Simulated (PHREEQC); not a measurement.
Solution (75 °C): 0.12 mol HBr, 0.016 mol MgSO4 and 0.0008 mol KNO3 per kg of water. Closed to the air; pH follows from the charge balance.

All values are PHREEQC results (ion-association model, phreeqc.dat), not measurements.

This is a speciation only: nothing precipitates in the calculation.

Task: Predict the pH, specific conductance, density.

Result: pH 1.07; specific conductance 90300 µS/cm; density 0.983 g/cm³.

Task: In which forms is S present?

Result: HSO4- 85 %, SO4-2 7.5 %, MgSO4 7.2 % of the S.

Away from 25 °C the constants follow the database's enthalpies or fits; those with neither stay at their 25 °C values.
